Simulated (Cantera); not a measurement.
An adiabatic, constant-volume homogeneous reactor starts with 7.05 % C₃H₈, 19.6 % O₂, 73.3 % N₂, equivalence ratio 1.8, at 1075 K and 5.00 bar.

Model: GRI-Mech 3.0 (53 species, 325 reactions), integrated in Cantera. GRI-Mech 3.0 was tuned for natural gas; its chemistry of propane as a main component is partial and can be far from experiment.

x: mole fraction; the columns are a selection and need not sum to one.

```tsv
t (s)	T (K)	P (bar)	x C₃H₈	x O₂	x H₂	x H₂O₂	x OH	x C₂H₆
5.00e-6	1075	5.00	0.0705	0.196	7.68e-10	5.67e-10	5.84e-12	1.92e-12
1.69e-5	1075	5.00	0.0705	0.196	3.16e-9	7.36e-9	2.02e-11	8.14e-11
5.74e-5	1075	5.00	0.0705	0.196	(withheld)	(withheld)	1.00e-10	(withheld)
0.000195	1075	5.00	0.0705	0.196	(withheld)	(withheld)	5.67e-10	(withheld)
0.000660	1075	5.00	0.0705	0.196	2.34e-6	1.88e-6	1.22e-9	5.07e-6
0.00224	1075	5.00	0.0702	0.196	1.13e-5	2.73e-6	1.51e-9	2.97e-5
0.00758	1075	5.00	0.0694	0.196	5.38e-5	4.19e-6	2.24e-9	0.000129
0.0257	1081	5.06	0.0633	0.192	0.000635	2.12e-5	1.47e-8	0.000828
0.0871	2741	15.7	<1e-12	2.48e-5	0.105	2.68e-8	0.00165	<1e-12
0.295	2741	15.7	<1e-12	2.48e-5	0.105	2.68e-8	0.00165	<1e-12
1.00	2741	15.7	<1e-12	2.48e-5	0.105	2.68e-8	0.00165	<1e-12
```

Question: Some entries are withheld; supply them.

Answer: 
- 5.74e-5, x H₂: 1.74e-8
- 5.74e-5, x H₂O₂: 7.91e-8
- 5.74e-5, x C₂H₆: 3.81e-9
- 0.000195, x H₂: 2.33e-7
- 0.000195, x H₂O₂: 6.08e-7
- 0.000195, x C₂H₆: 2.12e-7
